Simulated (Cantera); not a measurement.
Charge: 1 mol SiO₂, 5.3 mol CH₄, 0.31 mol N₂, equilibrated at 3.10 mbar.

Cantera equilibrium calculation (NASA polynomials, part measured and part estimated; ideal gas, pure solids and liquids). Candidate condensed phases: C, C₆H₆, C₇H₈, C₈H₁₈, H₂O, Si, SiC, SiO₂, Si₂N₂O, Si₃N₄; 151 gas species. N₂ is the only nitrogen source here; it is nearly inert below about 1500 K, so the nitride shown seldom forms there in practice. Mutual solubility and eutectic melting of coexisting phases are not modelled. Rates play no part.

x: gas mole fraction; n: condensed amount in mol.

```json
[
 {"T (K)": "1325", "x H₂": "0.859", "x CO": "0.139", "x H": "2.72e-5", "x N₂": "0.00172", "x HCN": "1.00e-5", "x SiO": "?", "n C(graphite)": "3.17", "n SiC(s)": "0.421", "n Si₂N₂O(s)": "0.289"},
 {"T (K)": "1400", "x H₂": "0.821", "x CO": "0.155", "x H": "7.92e-5", "x N₂": "0.0240", "x HCN": "6.96e-5", "x SiO": "?", "n C(graphite)": "2.30", "n SiC(s)": "0.998", "n Si₂N₂O(s)": "0"},
 {"T (K)": "1475", "x H₂": "0.821", "x CO": "0.155", "x H": "0.000211", "x N₂": "0.0239", "x HCN": "0.000124", "x SiO": "?", "n C(graphite)": "2.31", "n SiC(s)": "0.996", "n Si₂N₂O(s)": "0"},
 {"T (K)": "1550", "x H₂": "0.820", "x CO": "0.155", "x H": "0.000512", "x N₂": "0.0239", "x HCN": "0.000208", "x SiO": "?", "n C(graphite)": "2.31", "n SiC(s)": "0.995", "n Si₂N₂O(s)": "0"},
 {"T (K)": "1625", "x H₂": "0.820", "x CO": "0.154", "x H": "0.00115", "x N₂": "0.0238", "x HCN": "0.000333", "x SiO": "?", "n C(graphite)": "2.31", "n SiC(s)": "0.994", "n Si₂N₂O(s)": "0"},
 {"T (K)": "1700", "x H₂": "0.819", "x CO": "0.154", "x H": "0.00239", "x N₂": "0.0237", "x HCN": "0.000510", "x SiO": "?", "n C(graphite)": "2.31", "n SiC(s)": "0.992", "n Si₂N₂O(s)": "0"},
 {"T (K)": "1775", "x H₂": "0.816", "x CO": "0.154", "x H": "0.00470", "x N₂": "0.0236", "x HCN": "0.000753", "x SiO": "?", "n C(graphite)": "2.31", "n SiC(s)": "0.990", "n Si₂N₂O(s)": "0"},
 {"T (K)": "1850", "x H₂": "0.812", "x CO": "0.153", "x H": "0.00872", "x N₂": "0.0233", "x HCN": "0.00107", "x SiO": "?", "n C(graphite)": "2.31", "n SiC(s)": "0.986", "n Si₂N₂O(s)": "0"},
 {"T (K)": "1925", "x H₂": "0.806", "x CO": "0.153", "x H": "0.0154", "x N₂": "0.0230", "x HCN": "0.00148", "x SiO": "?", "n C(graphite)": "2.30", "n SiC(s)": "0.981", "n Si₂N₂O(s)": "0"},
 {"T (K)": "2000", "x H₂": "0.795", "x CO": "0.151", "x H": "0.0260", "x N₂": "0.0226", "x HCN": "0.00198", "x SiO": "?", "n C(graphite)": "2.30", "n SiC(s)": "0.970", "n Si₂N₂O(s)": "0"}
]
```

Problem. Complete the blanks.

Solution. 
- 1325, x SiO: 0.000118
- 1400, x SiO: 0.000193
- 1475, x SiO: 0.000272
- 1550, x SiO: 0.000371
- 1625, x SiO: 0.000490
- 1700, x SiO: 0.000631
- 1775, x SiO: 0.000794
- 1850, x SiO: 0.000979
- 1925, x SiO: 0.00119
- 2000, x SiO: 0.00141
